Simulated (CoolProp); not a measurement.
Vapour-liquid equilibrium of ethanol (1) + acetone (2) at 464 K; x and y are mole fractions of (1).

Computed with CoolProp (multi-fluid Helmholtz-energy mixture model, Schroeder 2014 and Lemmon 2006; pair parameters Bell 2016).

| x | bubble pressure, mixture model (bar) | bubble pressure, Raoult's law (bar) | y, mixture model | y, Raoult's law |
|---|---|---|---|---|
| 0.05 | 24.33 | 23.83 | 0.062 | 0.052 |
| 0.125 | 25.04 | 23.91 | 0.148 | 0.130 |
| 0.2 | 25.63 | 23.99 | 0.227 | 0.207 |
| 0.275 | 26.08 | 24.07 | 0.301 | 0.284 |
| 0.35 | 26.43 | 24.15 | 0.372 | 0.360 |
| 0.425 | ___ | 24.23 | 0.440 | 0.436 |
| 0.5 | 26.78 | 24.31 | 0.506 | 0.511 |
| 0.575 | 26.80 | 24.39 | 0.572 | 0.586 |
| 0.65 | ___ | 24.47 | 0.639 | 0.660 |
| 0.725 | 26.53 | 24.56 | 0.707 | 0.734 |
| 0.8 | ___ | 24.64 | 0.779 | 0.807 |
| 0.875 | 25.82 | 24.72 | 0.856 | 0.880 |
| 0.95 | 25.28 | 24.80 | 0.939 | 0.952 |

Q: Some entries are withheld; supply them.

A: 
- 0.425, bubble pressure, mixture model (bar): 26.66
- 0.65, bubble pressure, mixture model (bar): 26.72
- 0.8, bubble pressure, mixture model (bar): 26.23

The largest gap from Raoult's law is +10.2 % in bubble pressure, at x = 0.5. y crosses x between x = 0.5 and 0.575: the model has an azeotrope there.

Pair parameters are fitted to limited data, so mixtures are less certain than the pure fluids.
